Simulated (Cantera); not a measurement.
A perfectly stirred reactor is fed with C2H6 : N2 : H2O = 1 : 44 : 0.34 (molar parts), at 120000 Pa; it is held at 1300 K, and followed from long to short residence time.

Computed with Cantera and GRI-Mech 3.0 (53 species, 325 reactions). GRI-Mech 3.0 stops at C3 and has no aromatics, soot or wall deposition, so with more carbon than oxygen in the feed, carbon stays in small species such as C2H2 where larger ones or solid carbon would form.

Task: Predict: x(C2H6) at τ = 11.0 s; x(H2) at τ = 11.0 s; x(C2H2) at τ = 11.0 s; x(C2H4) at τ = 11.0 s; x(C2H6) at τ = 70.0 ms; x(CH2) at τ = 70.0 ms; x(H2) at τ = 70.0 ms; x(C2H2) at τ = 70.0 ms; x(C2H4) at τ = 70.0 ms.

Result: 
| Item | Result |
|---|---|
| x(C2H6) at τ = 11.0 s | 4.76e-5 |
| x(H2) at τ = 11.0 s | 0.0307 |
| x(C2H2) at τ = 11.0 s | 0.0158 |
| x(C2H4) at τ = 11.0 s | 0.00196 |
| x(C2H6) at τ = 70.0 ms | 0.00126 |
| x(CH2) at τ = 70.0 ms | 1.01e-9 |
| x(H2) at τ = 70.0 ms | 0.0277 |
| x(C2H2) at τ = 70.0 ms | 0.0113 |
| x(C2H4) at τ = 70.0 ms | 0.00696 |
